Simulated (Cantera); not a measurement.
Feed: 1 mol HBr, 0.16 mol H₂, 17 mol N₂, 1.8 mol H₂O, equilibrated at 1100000 Pa.

Cantera equilibrium calculation (NASA polynomials, part measured and part estimated; ideal gas, pure solids and liquids). Candidate condensed phases: Br₂, H₂O; 27 gas species. Rates play no part. All values below are at 2425 K.

Base state: N₂ 0.844, H₂O 0.0883, HBr 0.0334, H₂ 0.0165, Br 0.0161, OH 0.000703, H 0.000693, NO 0.000299 (mole fractions); condensed: gas only.

Question: What changes in the equilibrium state with this change: pressure from 1100000 Pa to 4700000 Pa?

Answer: 
```
species    before     after
-------  --------  --------
N₂          0.844     0.847
H₂O        0.0883    0.0891
HBr        0.0334    0.0394
Br         0.0161    0.0102
H₂         0.0165    0.0134
O         1.97e-5   5.71e-6
O₂        4.36e-5   1.56e-5
H        0.000693  0.000303
OH       0.000703  0.000380
```
The ideal-gas law is rough above about 30 bar.
